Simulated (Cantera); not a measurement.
# Low-pressure radical oxidation in H2/O2

A perfectly stirred reactor is fed with 7.75 % H2, 92.3 % O2, at 1330 Pa; it is held at 1473 K, and followed from long to short residence time.

Detailed kinetics in Cantera: GRI-Mech 3.0 (53 species, 325 reactions). Radical loss at walls, strong at low pressure, is not modelled. The temperature is held fixed by assumption; the heat of reaction is taken as removed at once.

```json
[
 {"τ (s)": "26", "x H2": "3.75e-5", "x O2": "0.918", "x OH": "0.00139", "x H2O": "0.0798", "x HO2": "2.52e-7"},
 {"τ (s)": "11", "x H2": "6.60e-5", "x O2": "0.917", "x OH": "0.00185", "x H2O": "0.0795", "x HO2": "3.74e-7"},
 {"τ (s)": "4.7", "x H2": "0.000115", "x O2": "0.916", "x OH": "0.00244", "x H2O": "0.0791", "x HO2": "5.49e-7"},
 {"τ (s)": "2.0", "x H2": "0.000198", "x O2": "0.913", "x OH": "0.00322", "x H2O": "0.0784", "x HO2": "7.86e-7"},
 {"τ (s)": "0.85", "x H2": "0.000335", "x O2": "0.910", "x OH": "0.00419", "x H2O": "0.0774", "x HO2": "1.08e-6"},
 {"τ (s)": "0.36", "x H2": "0.000552", "x O2": "0.904", "x OH": "0.00536", "x H2O": "0.0760", "x HO2": "1.40e-6"},
 {"τ (s)": "0.15", "x H2": "0.000872", "x O2": "0.896", "x OH": "0.00670", "x H2O": "0.0739", "x HO2": "1.72e-6"},
 {"τ (s)": "0.065", "x H2": "0.00126", "x O2": "0.886", "x OH": "0.00795", "x H2O": "0.0713", "x HO2": "1.97e-6"},
 {"τ (s)": "0.028", "x H2": "0.00171", "x O2": "0.876", "x OH": "0.00900", "x H2O": "0.0687", "x HO2": "2.13e-6"},
 {"τ (s)": "0.012", "x H2": "0.00223", "x O2": "0.868", "x OH": "0.00979", "x H2O": "0.0663", "x HO2": "2.23e-6"},
 {"τ (s)": "0.0050", "x H2": "0.00307", "x O2": "0.864", "x OH": "0.0105", "x H2O": "0.0641", "x HO2": "2.29e-6"}
]
```
x: mole fraction; the columns are a selection and need not sum to one.
